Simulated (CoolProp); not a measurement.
Vapour-liquid equilibrium of R1234ze(E) (1) + n-pentane (2) at 9.39 kPa; x and y are mole fractions of (1).

The numbers come from the multi-fluid Helmholtz-energy mixture model, Thol 2016 and Thol 2019; pair parameters Bell 2016 in CoolProp.

| x | bubble temperature (K) | y at the bubble point | dew temperature at overall composition x (K) | liquid density (mol/L) |
|---|---|---|---|---|
| 0.05 | 233.7 | 0.712 | 252.9 | 9.543 |
| 0.125 | 222.0 | 0.881 | 251.5 | 9.838 |
| 0.2 | 216.9 | 0.924 | 249.9 | 10.06 |
| 0.275 | 214.4 | 0.941 | 248.2 | 10.25 |
| 0.35 | 213.1 | 0.949 | 246.4 | 10.43 |
| 0.425 | 212.4 | 0.952 | 244.3 | 10.61 |
| 0.5 | 212.2 | 0.954 | 242.1 | 10.79 |
| 0.575 | 212.1 | 0.955 | 239.5 | 10.98 |
| 0.65 | 212.1 | 0.955 | 236.6 | 11.18 |
| 0.725 | 212.0 | 0.956 | 233.1 | 11.39 |
| 0.8 | 211.8 | 0.959 | 228.6 | 11.62 |
| 0.875 | 211.4 | 0.966 | 222.6 | 11.87 |
| 0.95 | 211.0 | 0.981 | 212.9 | 12.14 |

No azeotrope shows between x = 0.05 and 0.95.

The pair parameters rest on a limited set of measurements; away from them the model extrapolates. With so large a gap from Raoult's law the liquid may split in two, which this calculation doesn't test in full.
